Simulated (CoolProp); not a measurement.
Oxygen along the isobar 7490 kPa: Z from the reference equation and from simpler models built on Tc = -118.6 °C, pc = 5046 kPa, ω = 0.022; each cubic takes its own stable root.

The numbers come from the reference Helmholtz-energy equation of state, Schmidt 1985 in CoolProp.

```csv
T (°C),phase,reference
-185.75,liquid,0.2820
-176.05,liquid,0.2641
-166.35,liquid,0.2508
-156.55,liquid,0.2414
-146.85,liquid,0.2360
-137.15,liquid,0.2350
-127.45,liquid,0.2405
-117.65,supercritical,0.2613
-107.95,supercritical,0.3601
-98.25,supercritical,0.5573
-88.55,supercritical,0.6644
-78.75,supercritical,0.7339
```

Q: How far does each simpler model (Redlich-Kwong, Soave-Redlich-Kwong) lie from the reference over these 12 states: mean and median of the absolute difference, and the worst?

A: 
- Redlich-Kwong: mean 3.3 %, median 1.4 %, worst +11.3 % at -117.65 °C and 7490 kPa
- Soave-Redlich-Kwong: mean 3.6 %, median 1.9 %, worst +11.3 % at -117.65 °C and 7490 kPa
